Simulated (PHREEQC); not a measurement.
Dissolve 0.027 mol/kgw Cs2CO3 at 25 °C. Closed to the air; pH follows from the charge balance.

The numbers come from PHREEQC with the ion-association model, wateq4f.dat.

This is a speciation only: nothing precipitates in the calculation.

Predict the pH, ionic strength.

pH 11.17; ionic strength 0.0791 mol/kgw.

In which forms is C present?

CO3-2 93 %, HCO3- 7.0 % of the C.

Species that the database lacks are ignored.
